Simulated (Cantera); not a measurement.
A Cantera script and its output.

```python
import numpy as np
import cantera as ct

gas = ct.Solution("gri30.yaml")
gas.TPX = 325, 17000, {'CH4': 1, 'O2': 1.67, 'N2': 6.27}
flame = ct.FreeFlame(gas, width=0.14)
flame.set_refine_criteria(ratio=3, slope=0.08, curve=0.16)
flame.transport_model = "mixture-averaged"
flame.solve(loglevel=0, auto=True)
z, T = flame.grid, flame.T
thick = (T[-1] - T[0]) / np.gradient(T, z).max()
show = ['CH4', 'O2', 'C2H', 'C2H6', 'HCO', 'OH']
print(f"laminar burning velocity  {flame.velocity[0] * 100:.3f} cm/s")
print(f"burnt temperature         {T[-1]:.1f} K")
print(f"thermal thickness         {thick * 1e3:.4f} mm")
print(f"grid points               {len(z)}")
z0 = z[flame.heat_release_rate.argmax()]
print(f"{'z/mm':>9s}{'T/K':>9s}{'u/(m/s)':>9s}" + "".join(f"{s:>11s}" for s in show))
rows = []
for k in (-3, -2, -1.5, -1, -0.5, -0.25, 0, 0.25, 0.5, 1, 2, 4, 8):
    zz = z0 + k * thick
    rows.append([k * thick, np.interp(zz, z, T), np.interp(zz, z, flame.velocity),
                 *(np.interp(zz, z, flame.X[gas.species_index(s)]) for s in show)])
    print(f"{rows[-1][0] * 1e3:9.3f}{rows[-1][1]:9.1f}{rows[-1][2]:9.3f}" + "".join(f"{x:11.3e}" for x in rows[-1][3:]))
```

It prints:

```
laminar burning velocity  61.323 cm/s
burnt temperature         2132.8 K
thermal thickness         1.8990 mm
grid points               162
     z/mm      T/K  u/(m/s)        CH4         O2        C2H       C2H6        HCO         OH
   -5.697    325.0    0.614  1.118e-01  1.867e-01  3.923e-32  9.425e-10  6.364e-20  1.279e-12
   -3.798    325.5    0.616  1.115e-01  1.863e-01  1.267e-27  6.451e-08  5.162e-16  8.257e-10
   -2.849    329.8    0.626  1.108e-01  1.854e-01  1.093e-24  1.149e-06  2.956e-13  3.922e-08
   -1.899    395.6    0.758  1.060e-01  1.805e-01  2.293e-19  5.561e-05  7.527e-10  3.709e-06
   -0.950    895.2    1.756  7.344e-02  1.423e-01  1.188e-11  1.199e-03  7.908e-07  4.451e-05
   -0.475   1333.6    2.654  3.934e-02  9.769e-02  8.805e-09  1.153e-03  2.131e-05  3.598e-04
    0.000   1704.9    3.427  1.008e-02  4.968e-02  3.388e-07  1.094e-04  7.138e-05  1.877e-03
    0.475   1861.9    3.749  1.024e-03  2.166e-02  4.416e-07  9.601e-07  2.962e-05  4.614e-03
    0.950   1896.9    3.810  5.733e-05  1.118e-02  6.299e-08  2.713e-09  2.843e-06  6.271e-03
    1.899   1915.2    3.830  1.630e-07  6.514e-03  3.557e-10  4.030e-14  4.451e-08  6.852e-03
    3.798   1932.2    3.853  3.211e-11  5.403e-03  1.534e-13  3.670e-20  3.059e-08  6.757e-03
    7.596   1955.5    3.892  8.371e-16  4.758e-03  5.012e-18  8.166e-26  2.706e-08  6.514e-03
   15.192   1989.1    3.950  3.982e-16  3.908e-03  1.030e-22  3.289e-30  2.246e-08  6.062e-03
```

Computed with Cantera and GRI-Mech 3.0 (53 species, 325 reactions). Burning velocities carry a grid error of a few per cent, more on coarse grids.
